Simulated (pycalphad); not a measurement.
Source of the numbers: pycalphad with the COST 507 light-alloy database (1999); pressure 1 atm. These are 1990s assessments: newer ones move some temperatures and phases. Diffusion is slow at the low end, where real alloys seldom reach equilibrium.

Molar enthalpy of Si-0.88Cu (at.%) in equilibrium (SER reference):

```json
[
 {"T (K)": "1850", "H (kJ/mol)": "90.21", "phases": "LIQUID"},
 {"T (K)": "1770", "H (kJ/mol)": "88.03", "phases": "LIQUID"},
 {"T (K)": "1730", "H (kJ/mol)": "86.94", "phases": "LIQUID"},
 {"T (K)": "1690", "H (kJ/mol)": "85.85", "phases": "LIQUID"},
 {"T (K)": "1610", "H (kJ/mol)": "36.66", "phases": "DIAMOND_A4 + LIQUID"},
 {"T (K)": "1530", "H (kJ/mol)": "32.83", "phases": "DIAMOND_A4 + LIQUID"},
 {"T (K)": "1450", "H (kJ/mol)": "30.00", "phases": "DIAMOND_A4 + LIQUID"},
 {"T (K)": "1370", "H (kJ/mol)": "27.46", "phases": "DIAMOND_A4 + LIQUID"},
 {"T (K)": "1290", "H (kJ/mol)": "25.08", "phases": "DIAMOND_A4 + LIQUID"},
 {"T (K)": "1210", "H (kJ/mol)": "22.80", "phases": "DIAMOND_A4 + LIQUID"},
 {"T (K)": "1130", "H (kJ/mol)": "20.58", "phases": "DIAMOND_A4 + LIQUID"},
 {"T (K)": "1050", "H (kJ/mol)": "18.31", "phases": "DIAMOND_A4 + CU19SI6_ETA"},
 {"T (K)": "1010", "H (kJ/mol)": "17.25", "phases": "DIAMOND_A4 + CU19SI6_ETA"},
 {"T (K)": "970", "H (kJ/mol)": "16.20", "phases": "DIAMOND_A4 + CU19SI6_ETA"},
 {"T (K)": "890", "H (kJ/mol)": "14.12", "phases": "DIAMOND_A4 + CU19SI6_ETA"},
 {"T (K)": "810", "H (kJ/mol)": "12.07", "phases": "DIAMOND_A4 + CU19SI6_ETA"},
 {"T (K)": "730", "H (kJ/mol)": "10.05", "phases": "DIAMOND_A4 + CU19SI6_ETA"},
 {"T (K)": "650", "H (kJ/mol)": "8.07", "phases": "DIAMOND_A4 + CU19SI6_ETA"},
 {"T (K)": "570", "H (kJ/mol)": "6.13", "phases": "DIAMOND_A4 + CU19SI6_ETA"}
]
```

Cooling from 1690 K to 1050 K, across the freezing range, releases 67.5 kJ/mol, or 2380 J/g. The slope is 27 J/(mol K) in the liquid and 26 J/(mol K) just below the solidus, where it includes any heat of precipitation. Liquidus 1683 K, solidus 1074 K. Changes were sought between steps of 40 K, so a narrower field can be missed.

Database names, with the compositions (at.%) that they take in these runs: CU19SI6_ETA: Cu 76 Si 24. DIAMOND_A4 is diamond (Si).
